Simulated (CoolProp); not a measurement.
Vapour-liquid equilibrium of acetone (1) + cyclohexane (2) at 364.7 K; x and y are mole fractions of (1).

The numbers come from the multi-fluid Helmholtz-energy mixture model, Lemmon 2006 and Zhou 2014; pair parameters Bell 2016 in CoolProp.

```json
[
 {"x": "0.05", "bubble pressure, mixture model (MPa)": "0.1843", "bubble pressure, Raoult's law (MPa)": "0.1467", "y, mixture model": "(withheld)", "y, Raoult's law": "0.102"},
 {"x": "0.125", "bubble pressure, mixture model (MPa)": "0.2292", "bubble pressure, Raoult's law (MPa)": "0.1587", "y, mixture model": "0.438", "y, Raoult's law": "0.235"},
 {"x": "0.2", "bubble pressure, mixture model (MPa)": "0.2569", "bubble pressure, Raoult's law (MPa)": "0.1706", "y, mixture model": "(withheld)", "y, Raoult's law": "0.349"},
 {"x": "0.275", "bubble pressure, mixture model (MPa)": "0.2744", "bubble pressure, Raoult's law (MPa)": "0.1825", "y, mixture model": "0.568", "y, Raoult's law": "0.449"},
 {"x": "0.35", "bubble pressure, mixture model (MPa)": "0.2863", "bubble pressure, Raoult's law (MPa)": "0.1945", "y, mixture model": "0.602", "y, Raoult's law": "0.536"},
 {"x": "0.425", "bubble pressure, mixture model (MPa)": "0.2949", "bubble pressure, Raoult's law (MPa)": "0.2064", "y, mixture model": "0.629", "y, Raoult's law": "0.613"},
 {"x": "0.5", "bubble pressure, mixture model (MPa)": "0.3015", "bubble pressure, Raoult's law (MPa)": "0.2183", "y, mixture model": "0.655", "y, Raoult's law": "0.682"},
 {"x": "0.575", "bubble pressure, mixture model (MPa)": "0.3068", "bubble pressure, Raoult's law (MPa)": "0.2303", "y, mixture model": "0.682", "y, Raoult's law": "0.744"},
 {"x": "0.65", "bubble pressure, mixture model (MPa)": "0.3109", "bubble pressure, Raoult's law (MPa)": "0.2422", "y, mixture model": "(withheld)", "y, Raoult's law": "0.800"},
 {"x": "0.725", "bubble pressure, mixture model (MPa)": "0.3136", "bubble pressure, Raoult's law (MPa)": "0.2542", "y, mixture model": "0.748", "y, Raoult's law": "0.850"},
 {"x": "0.8", "bubble pressure, mixture model (MPa)": "0.3142", "bubble pressure, Raoult's law (MPa)": "0.2661", "y, mixture model": "0.794", "y, Raoult's law": "0.896"},
 {"x": "0.875", "bubble pressure, mixture model (MPa)": "(withheld)", "bubble pressure, Raoult's law (MPa)": "0.2780", "y, mixture model": "0.853", "y, Raoult's law": "0.938"},
 {"x": "0.95", "bubble pressure, mixture model (MPa)": "0.3054", "bubble pressure, Raoult's law (MPa)": "0.2900", "y, mixture model": "0.931", "y, Raoult's law": "0.976"}
]
```

Q: Fill in the missing entries.

A: 
- 0.05, y, mixture model: 0.269
- 0.2, y, mixture model: 0.519
- 0.65, y, mixture model: 0.712
- 0.875, bubble pressure, mixture model (MPa): 0.3119

The largest gap from Raoult's law is +50.6 % in bubble pressure, at x = 0.2. y crosses x between x = 0.725 and 0.8: the model has an azeotrope there.

Pair parameters are fitted to limited data, so mixtures are less certain than the pure fluids. With so large a gap from Raoult's law the liquid may split in two, which this calculation doesn't test in full.
